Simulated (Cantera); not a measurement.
A perfectly stirred reactor is fed with CH4 : H2 : H = 0.024 : 1 : 0.028 (molar parts), at 28.5 Torr; it is held at 1600 K, and followed from long to short residence time.

Computed with Cantera and GRI-Mech 3.0 (53 species, 325 reactions). GRI-Mech 3.0 stops at C3 and has no aromatics, soot or wall deposition, so with more carbon than oxygen in the feed, carbon stays in small species such as C2H2 where larger ones or solid carbon would form. Radical loss at walls, strong at low pressure, is not modelled.

Predict: x(CH4) at τ = 4.20 s; x(H2) at τ = 4.20 s; x(H) at τ = 4.20 s; x(C2H6) at τ = 4.20 s; x(C2H2) at τ = 4.20 s; x(CH4) at τ = 56.0 ms; x(H2) at τ = 56.0 ms; x(H) at τ = 56.0 ms; x(C2H6) at τ = 56.0 ms; x(C2H2) at τ = 56.0 ms.


```
Item                      Result
----------------------  --------
x(CH4) at τ = 4.20 s      0.0105
x(H2) at τ = 4.20 s        0.983
x(H) at τ = 4.20 s      0.000437
x(C2H6) at τ = 4.20 s    5.20e-7
x(C2H2) at τ = 4.20 s    0.00608
x(CH4) at τ = 56.0 ms     0.0157
x(H2) at τ = 56.0 ms       0.978
x(H) at τ = 56.0 ms      0.00218
x(C2H6) at τ = 56.0 ms   6.60e-6
x(C2H2) at τ = 56.0 ms   0.00318
```
